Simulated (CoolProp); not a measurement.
A simple Rankine cycle with water: condensing at 301.15 K, boiler at 13.1 MPa, turbine inlet 609.4 K, turbine efficiency 0.75, pump efficiency 0.6, no recuperator. Each further row changes one setting.

The numbers come from the reference Helmholtz-energy equation of state, Wagner 2002 in CoolProp.

```csv
case,thermal efficiency (%),net work (kJ/kg),heat in (kJ/kg),turbine exit temperature (K),volume ratio over the turbine
as stated,…,…,2560,301.2,2030
turbine inlet 629.4 K,…,819,2700,301.2,…
condensing temperature 293.15 K,30.8,799,2600,293.1,3170
boiler pressure 9.17 MPa,29.7,…,…,301.2,1230
turbine efficiency 0.65,25.9,…,2560,301.2,…
```

Task: What belongs in the gaps?

Result: 
- as stated, thermal efficiency (%): 30.0
- as stated, net work (kJ/kg): 768
- turbine inlet 629.4 K, thermal efficiency (%): 30.4
- turbine inlet 629.4 K, volume ratio over the turbine: 1820
- boiler pressure 9.17 MPa, net work (kJ/kg): 822
- boiler pressure 9.17 MPa, heat in (kJ/kg): 2770
- turbine efficiency 0.65, net work (kJ/kg): 663
- turbine efficiency 0.65, volume ratio over the turbine: 2150

The expansion ends wet for: as stated; turbine inlet 629.4 K; condensing temperature 293.15 K; boiler pressure 9.17 MPa; turbine efficiency 0.65.
